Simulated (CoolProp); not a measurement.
Vapour-liquid equilibrium of propylene (1) + n-hexane (2) at 0.14 bar; x and y are mole fractions of (1).

Model: multi-fluid Helmholtz-energy mixture model, Lemmon 2013 and Thol 2019; pair parameters Bell 2016, in CoolProp.

```json
[
 {"x": "0.05", "bubble temperature (K)": "234.0", "y at the bubble point": "0.967", "dew temperature at overall composition x (K)": "288.9", "liquid density (mol/L)": "8.444"},
 {"x": "0.15", "bubble temperature (K)": "214.6", "y at the bubble point": "___", "dew temperature at overall composition x (K)": "286.6", "liquid density (mol/L)": "9.072"},
 {"x": "0.25", "bubble temperature (K)": "208.5", "y at the bubble point": "0.997", "dew temperature at overall composition x (K)": "284.0", "liquid density (mol/L)": "9.614"},
 {"x": "0.35", "bubble temperature (K)": "___", "y at the bubble point": "0.998", "dew temperature at overall composition x (K)": "281.1", "liquid density (mol/L)": "10.18"},
 {"x": "0.45", "bubble temperature (K)": "202.0", "y at the bubble point": "0.999", "dew temperature at overall composition x (K)": "277.8", "liquid density (mol/L)": "10.80"},
 {"x": "0.55", "bubble temperature (K)": "199.3", "y at the bubble point": "0.999", "dew temperature at overall composition x (K)": "274.0", "liquid density (mol/L)": "11.47"},
 {"x": "0.65", "bubble temperature (K)": "196.8", "y at the bubble point": "1.000", "dew temperature at overall composition x (K)": "269.4", "liquid density (mol/L)": "12.22"},
 {"x": "0.75", "bubble temperature (K)": "194.5", "y at the bubble point": "1.000", "dew temperature at overall composition x (K)": "263.5", "liquid density (mol/L)": "___"},
 {"x": "0.85", "bubble temperature (K)": "192.4", "y at the bubble point": "1.000", "dew temperature at overall composition x (K)": "___", "liquid density (mol/L)": "___"},
 {"x": "0.95", "bubble temperature (K)": "190.6", "y at the bubble point": "1.000", "dew temperature at overall composition x (K)": "___", "liquid density (mol/L)": "___"}
]
```

Q: Some entries are withheld; supply them.

A: 
- 0.15, y at the bubble point: 0.994
- 0.35, bubble temperature (K): 204.9
- 0.75, liquid density (mol/L): 13.04
- 0.85, dew temperature at overall composition x (K): 255.1
- 0.85, liquid density (mol/L): 13.95
- 0.95, dew temperature at overall composition x (K): 239.2
- 0.95, liquid density (mol/L): 14.96

No azeotrope shows between x = 0.05 and 0.95.

The pair parameters rest on a limited set of measurements; away from them the model extrapolates. The gap from Raoult's law changes sign with composition, which may be real or a fault of the pair parameters; it wasn't checked against measurements. With so large a gap from Raoult's law the liquid may split in two, which this calculation doesn't test in full.
